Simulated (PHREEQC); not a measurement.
A PHREEQC input (ion-association model, wateq4f.dat):

```
SOLUTION 1
  temp 25
  units mg/L
  pH 6.88
  pe 12.4
  Na 35.6
  K 3.15
  Ca 3.72
  Mg 8.6
  Cl 16.9
  S(6) 57.7 as SO4
  Alkalinity 51.8
  F 0.514
  Br 0.0735
  Cd 0.328
  Li 0.259
END
USE solution 1
EQUILIBRIUM_PHASES 1
  Gypsum 0 0
  Fluorite 0 0
  CO2(g) -2 10
END
```

The run finishes without an error or a warning.

Its last state differs from that of the intended input:

```csv
quantity,as run,intended
pH,6.80,6.72
ionic strength (mol/kgw),0.00356,0.00347
HCO3- (mol/kgw),0.00103,0.000845
MgHCO3+ (mol/kgw),3.04e-6,2.51e-6
CaHCO3+ (mol/kgw),8.76e-7,7.22e-7
NaHCO3 (mol/kgw),7.86e-7,6.46e-7
SI of Otavite (CdCO3),-0.15,-0.32
SI of Magnesite (MgCO3),-2.11,-2.28
```

### Question
One thing in the input isn't as intended. What explains the difference?

### Answer
Several could match; the one computed here: The fault: 'as HCO3' left off the alkalinity, which is then read as CaCO3.
